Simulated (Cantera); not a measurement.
An adiabatic, constant-pressure homogeneous reactor starts with CH₄ : O₂ : N₂ = 1 : 1.67 : 6.27 (molar parts), equivalence ratio 1.2, at 1050 K and 720000 Pa. Integrator tolerance rtol = 1e-08.

Cantera simulation using GRI-Mech 3.0 (53 species, 325 reactions); the numbers are that mechanism's predictions, not measurements.

Problem. What does this change do: 0.011 parts C2H6 added?

Solution. 
```json
[
 {"quantity": "time of steepest temperature rise", "before": "58.1 ms", "after": "38.1 ms"},
 {"quantity": "temperature at 0.200 s", "before": "2653 K", "after": "2644 K"},
 {"quantity": "equilibrium temperature", "before": "2653 K", "after": "2644 K"},
 {"quantity": "x(CH₄) at 0.200 s", "before": "<1e-12 (gas-phase equilibrium <1e-12)", "after": "<1e-12 (gas-phase equilibrium <1e-12)"},
 {"quantity": "x(O₂) at 0.200 s", "before": "0.00107 (gas-phase equilibrium 0.00107)", "after": "0.000797 (gas-phase equilibrium 0.000797)"},
 {"quantity": "x(NO₂) at 0.200 s", "before": "2.87e-7 (gas-phase equilibrium 2.87e-7)", "after": "2.12e-7 (gas-phase equilibrium 2.12e-7)"},
 {"quantity": "x(H) at 0.200 s", "before": "0.00284 (gas-phase equilibrium 0.00284)", "after": "0.00290 (gas-phase equilibrium 0.00290)"},
 {"quantity": "x(HCN) at 0.200 s", "before": "1.36e-8 (gas-phase equilibrium 1.36e-8)", "after": "1.72e-8 (gas-phase equilibrium 1.72e-8)"},
 {"quantity": "x(NO) at 0.200 s", "before": "0.00196 (gas-phase equilibrium 0.00196)", "after": "0.00166 (gas-phase equilibrium 0.00166)"}
]
```
